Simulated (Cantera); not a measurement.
Source: NASA polynomial tables (part measured, part estimated), evaluated in Cantera. Values are per mole of reaction as written; species without (g) are pure solids or liquids, kept so even where they would boil at 1 bar. TaC: taken at fixed stoichiometry.

Between 2325 and 2825 K, where is each reaction favourable under standard conditions?
- 2 TaC + 2 H2(g) → C2H4(g) + 2 Ta


- 2 TaC + 2 H2(g) → C2H4(g) + 2 Ta: ΔG° is 510 kJ at 2325 K and 553 kJ at 2825 K; it stays positive (K < 1). ΔH° is 311 kJ and ΔS° -86 J/K at 2825 K.
